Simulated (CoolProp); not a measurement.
Acetone along the isobar 1.01 bar: Z from the reference equation and from simpler models built on Tc = 235.0 °C, pc = 46.92 bar, ω = 0.307; each cubic takes its own stable root.

Computed with CoolProp (reference Helmholtz-energy equation of state, Lemmon 2006). It is a short technical equation, of lower accuracy than the large ones.

```json
[
 {"T (°C)": "39.35", "phase": "liquid", "reference": "0.002938"},
 {"T (°C)": "43.95", "phase": "liquid", "reference": "0.002915"},
 {"T (°C)": "48.65", "phase": "liquid", "reference": "0.002894"},
 {"T (°C)": "53.25", "phase": "liquid", "reference": "0.002873"},
 {"T (°C)": "57.95", "phase": "gas", "reference": "0.9497"},
 {"T (°C)": "62.55", "phase": "gas", "reference": "0.9531"},
 {"T (°C)": "67.25", "phase": "gas", "reference": "0.9563"},
 {"T (°C)": "71.95", "phase": "gas", "reference": "0.9592"},
 {"T (°C)": "76.55", "phase": "gas", "reference": "0.9617"},
 {"T (°C)": "81.25", "phase": "gas", "reference": "0.9641"},
 {"T (°C)": "85.85", "phase": "gas", "reference": "0.9662"},
 {"T (°C)": "90.55", "phase": "gas", "reference": "0.9681"},
 {"T (°C)": "95.15", "phase": "gas", "reference": "0.9699"}
]
```

### Question
How far does each simpler model (van der Waals, Peng-Robinson) lie from the reference over these 13 states: mean and median of the absolute difference, and the worst?

### Answer
- van der Waals: mean 10361.8 %, median 2.8 %, worst +34076.8 % at 53.25 °C and 1.01 bar
- Peng-Robinson: mean 5.0 %, median 1.7 %, worst +13.2 % at 39.35 °C and 1.01 bar

At some of these states van der Waals gives the other phase, because its saturation line lies elsewhere.
